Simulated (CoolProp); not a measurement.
Saturation properties of carbon dioxide (Tc = 304.1 K, pc = 7.377 MPa, ω = 0.224).

The numbers come from the reference Helmholtz-energy equation of state, Span 1996 in CoolProp.

```
T (K)  p (MPa)  vapour density (kg/m³)  enthalpy of vaporisation (kJ/kg)  surface tension (mN/m)
-----  -------  ----------------------  --------------------------------  ----------------------
228.9   0.8562                   22.34                             330.0                    13.6
232.8   0.9916                   25.79                             323.1                    12.8
236.7    1.142                   29.66                             315.9                    11.9
240.6    1.309                   33.99                             308.5                    11.0
244.5    1.494                   38.84                             300.8                    10.2
248.4    1.696                   44.25                             292.7                    9.36
252.3    1.919                   50.29                             284.3                    8.55
256.2    2.161                   57.05                             275.5                    7.75
```

Surface tension comes from a separate correlation (Mulero 2012).
